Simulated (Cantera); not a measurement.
Feed: 1 mol SiCl4, 32 mol N2O, 3.8 mol N2, held at 0.0100 bar.

Cantera equilibrium calculation (NASA polynomials, part measured and part estimated; ideal gas, pure solids and liquids). Candidate condensed phases: Si, SiO2, Si2N2O, Si3N4; 23 gas species. The tables hold silica as quartz up to 1696 K and as liquid above; real silica turns to tridymite and cristobalite and melts near 1996 K. Equilibrium is a limit: real reactors are often held back by kinetics, nucleation or transport.

x: gas mole fraction; n: condensed amount in mol.

| T (°C) | x N2 | x O2 | x Cl2 | x Cl | x NO | x ClO | n SiO2(α-quartz) | n SiO2(β-quartz) |
|---|---|---|---|---|---|---|---|---|
| 550 | 0.678 | 0.284 | 0.0379 | 3.06e-5 | ? | 1.81e-7 | 1.00 | 0 |
| 600 | 0.678 | 0.284 | 0.0378 | 8.62e-5 | ? | 4.23e-7 | 0 | 1.00 |
| 650 | 0.678 | 0.284 | 0.0378 | 0.000217 | ? | 9.02e-7 | 0 | 1.00 |
| 700 | 0.678 | 0.284 | 0.0376 | 0.000498 | ? | 1.78e-6 | 0 | 1.00 |
| 750 | 0.678 | 0.284 | 0.0373 | 0.00105 | ? | 3.28e-6 | 0 | 1.00 |
| 800 | 0.677 | 0.284 | 0.0368 | 0.00206 | ? | 5.68e-6 | 0 | 1.00 |
| 850 | 0.677 | 0.283 | 0.0359 | 0.00380 | ? | 9.32e-6 | 0 | 1.00 |
| 900 | 0.676 | 0.283 | 0.0345 | 0.00658 | ? | 1.45e-5 | 0 | 1.00 |
| 950 | 0.674 | 0.282 | 0.0323 | 0.0107 | ? | 2.15e-5 | 0 | 1.00 |

### Question
Complete the blanks.

### Answer

- 550, x NO: 3.17e-6
- 600, x NO: 6.82e-6
- 650, x NO: 1.35e-5
- 700, x NO: 2.49e-5
- 750, x NO: 4.32e-5
- 800, x NO: 7.12e-5
- 850, x NO: 0.000112
- 900, x NO: 0.000170
- 950, x NO: 0.000249
